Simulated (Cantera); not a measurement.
A closed system holds: 1 mol Si₂H₆, 9.1 mol O₂, 4.7 mol H₂, at 10.0 Torr.

Cantera equilibrium calculation (NASA polynomials, part measured and part estimated; ideal gas, pure solids and liquids). Candidate condensed phases: H₂O, Si, SiO₂; 18 gas species. The feed counts by its element totals alone. The tables hold silica as quartz up to 1696 K and as liquid above; real silica turns to tridymite and cristobalite and melts near 1996 K. Rates play no part.

Problem. Which condensed phases are stable at each of these points (T (°C)): 977, 1077, 1177, 1277, 1377, 1477, 1577, 1677?

Solution. 
```
T (°C)  condensed phases  Si condensed (%)
------  ----------------  ----------------
977       SiO₂(β-quartz)             100.0
1077      SiO₂(β-quartz)             100.0
1177      SiO₂(β-quartz)             100.0
1277      SiO₂(β-quartz)             100.0
1377      SiO₂(β-quartz)             100.0
1477     SiO₂(condensed)             100.0
1577     SiO₂(condensed)             100.0
1677     SiO₂(condensed)             100.0
```

From 977 °C to 1377 °C the condensed part is SiO₂(β-quartz). From 1477 °C to 1677 °C the condensed part is SiO₂(condensed).
